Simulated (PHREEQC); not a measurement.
PHREEQC input (ion-association model, phreeqc.dat):

```
SOLUTION_MASTER_SPECIES
  Amm  AmmH+  0  AmmH  17.031  # ammonia with no redox link, constants of NH4+
SOLUTION_SPECIES
  AmmH+ = AmmH+
    -log_k 0
    -gamma 2.5 0
    -dw 1.98e-9
  AmmH+ = Amm + H+
    -log_k -9.252
    -delta_h 12.48 kcal
    -analytic 0.6322 -0.001225 -2835.76
    -dw 2.28e-9
  AmmH+ + SO4-2 = AmmHSO4-
    -log_k 1.11
PHASES
  Amm(g)
    Amm = Amm
    -log_k 1.7966
    -analytic -18.758 3.3670e-4 2.5113e3 4.8619 39.192
    -T_c 405.6
    -P_c 111.3
    -Omega 0.25
EXCHANGE_SPECIES
  AmmH+ + X- = AmmHX
    -log_k 0.6
    -gamma 2.5 0
    -delta_h -2.4
SOLUTION 0
  temp 25
  units mmol/kgw
  pH 7 charge
  Cl 4.14
  Amm 0.33
  Mg 1.9
  O(0) 1 O2(g) -0.68
SOLUTION 1-40
  temp 25
  units mmol/kgw
  pH 7 charge
  Cl 26.41
  Sr 9.5
  Ba 3.7
  O(0) 1 O2(g) -0.68
END
EXCHANGE 1-40
  X 0.0022
  -equilibrate 1
END
SELECTED_OUTPUT 1
  -reset false
  -pH true
  -pe true
  -ionic_strength true
  -water true
  -step true
  -totals Amm Ba Cl Mg Sr
  -molalities SrX2 AmmHX BaX2 MgX2
PRINT
  -reset false
TRANSPORT
  -cells 40
  -shifts 160
  -lengths 0.0025
  -time_step 60
  -dispersivities 0.0035
  -boundary_conditions flux flux
  -correct_disp true
  -punch_cells 40
  -punch_frequency 5
END
```

Selected output (columns that matter, 21 of 33 rows; pore volumes added in front):

```
pore volumes	pH	mu	Amm	Ba	Cl	Mg	Sr	m_SrX2	m_BaX2	m_MgX2
0	5.0638	0.03961	0	0.0037	0.02641	0	0.0095	0.00079167	0.00030833	0
0.2625	5.0638	0.03961	1.8895e-12	0.0037	0.02641	6.9896e-12	0.0095	0.00079167	0.00030833	2.8528e-13
0.3875	5.0638	0.039606	2.6993e-08	0.0036996	0.026407	1.1674e-07	0.0094989	0.00079166	0.00030833	4.7654e-09
0.6375	5.0629	0.037769	1.4171e-05	0.0035088	0.025187	6.3584e-05	0.0090091	0.00078956	0.00030751	2.7293e-06
0.7625	5.0604	0.033466	4.9063e-05	0.0030618	0.022331	0.00021261	0.0078614	0.00078368	0.00030522	1.0381e-05
1.0125	5.0508	0.020455	0.00015976	0.0017233	0.013693	0.00061366	0.0044248	0.00075268	0.00029315	5.1126e-05
1.2625	5.0405	0.011232	0.00024558	0.00078926	0.0075733	0.00084312	0.0020265	0.00068626	0.00026728	0.00013984
1.3875	5.0368	0.0088666	0.00027181	0.00054517	0.006005	0.00091663	0.0013998	0.00063823	0.00024857	0.0002047
1.6375	5.033	0.0067755	0.00030296	0.00029904	0.0046213	0.0010873	0.00076781	0.00052251	0.0002035	0.00036241
1.7625	5.0322	0.0063981	0.00031173	0.00023456	0.0043727	0.0011887	0.00060224	0.0004615	0.00017974	0.00044612
2.0125	5.0316	0.0061203	0.00032151	0.00015163	0.0041907	0.0013887	0.00038931	0.00034623	0.00013485	0.00060488
2.2625	5.0314	0.0060576	0.00032575	9.9413e-05	0.0041503	0.0015526	0.00025525	0.00024839	9.674e-05	0.00073999
2.3875	5.0314	0.0060484	0.00032688	8.0211e-05	0.0041446	0.0016177	0.00020595	0.00020716	8.0683e-05	0.00079697
2.6375	5.0314	0.0060422	0.00032823	5.1495e-05	0.0041409	0.0017176	0.00013222	0.00013988	5.4479e-05	0.00089001
2.7625	5.0314	0.0060412	0.00032865	4.0919e-05	0.0041404	0.0017549	0.00010506	0.00011329	4.4122e-05	0.00092679
3.0125	5.0314	0.0060405	0.0003292	2.5366e-05	0.0041401	0.0018099	6.513e-05	7.2261e-05	2.8144e-05	0.00098354
3.2625	5.0313	0.0060403	0.00032953	1.5333e-05	0.00414	0.0018455	3.9367e-05	4.4508e-05	1.7335e-05	0.0010219
3.3875	5.0313	0.0060402	0.00032964	1.1809e-05	0.00414	0.0018581	3.0321e-05	3.451e-05	1.3441e-05	0.0010358
3.6375	5.0313	0.0060401	0.00032979	6.8813e-06	0.00414	0.0018756	1.7668e-05	2.03e-05	7.9062e-06	0.0010554
3.7625	5.0313	0.0060401	0.00032984	5.2088e-06	0.00414	0.0018815	1.3374e-05	1.5415e-05	6.0039e-06	0.0010622
4.0125	5.0313	0.00604	0.00032991	2.9392e-06	0.00414	0.0018896	7.5467e-06	8.7369e-06	3.4028e-06	0.0010714
```
